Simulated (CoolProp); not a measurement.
Vapour-liquid equilibrium of R113 (1) + benzene (2) at 551 kPa; x and y are mole fractions of (1).

Model: multi-fluid Helmholtz-energy mixture model, Marx 1992 and Thol 2012; pair parameters Bell 2016, in CoolProp.

```csv
x,bubble temperature (K),y at the bubble point,dew temperature at overall composition x (K),liquid density (mol/L)
0.05,415.8,0.126,418.6,9.273
0.2,405.7,0.382,413.0,8.912
0.35,399.0,0.543,407.0,8.539
0.5,394.2,0.664,400.8,8.178
0.65,390.3,0.768,394.7,7.839
0.8,387.1,0.867,389.2,7.525
0.95,384.2,0.966,384.6,7.235
```

No azeotrope shows between x = 0.05 and 0.95.

The pair parameters rest on a limited set of measurements; away from them the model extrapolates.
